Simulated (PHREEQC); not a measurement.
# Spent oxide etchant with arsenic or selenium liquor

Solution A (0.015 mol/kgw HF, 0.00078 mol/kgw H2SiF6, 0.00025 mol/kgw HBF4 and 0.0024 mol/kgw H2SO4) is mixed with solution B (0.00058 mol/kgw Na2SeO4 and 0.011 mol/kgw H3PO4) at 20 °C; shares are by mass of water, 1 kg in all. O2 is buffered at 0.21 atm. The system is closed to CO2. Solids allowed: SiO2(a), Mirabilite. Others were left out.

Model: ion-association model, wateq4f.dat, run in PHREEQC.

### Question
Predict SiF6-2 (mol/kgw), BF4- (mol/kgw), HF (mol/kgw) at share of solution B = 0.6, 0.8.

### Answer
```json
[
 {"share of solution B": "0.6", "SiF6-2 (mol/kgw)": "0.000311", "BF4- (mol/kgw)": "8.25e-5", "HF (mol/kgw)": "0.00519"},
 {"share of solution B": "0.8", "SiF6-2 (mol/kgw)": "0.000137", "BF4- (mol/kgw)": "1.85e-5", "HF (mol/kgw)": "0.00280"}
]
```

Complexes and solids missing from the database can't appear. H3PO4, which wateq4f.dat lacks, is added to it with the constant of phreeqc.dat. SiF6-2 is the database's only silicon fluoride. Real BF4- forms and hydrolyses slowly; the run takes it at equilibrium.
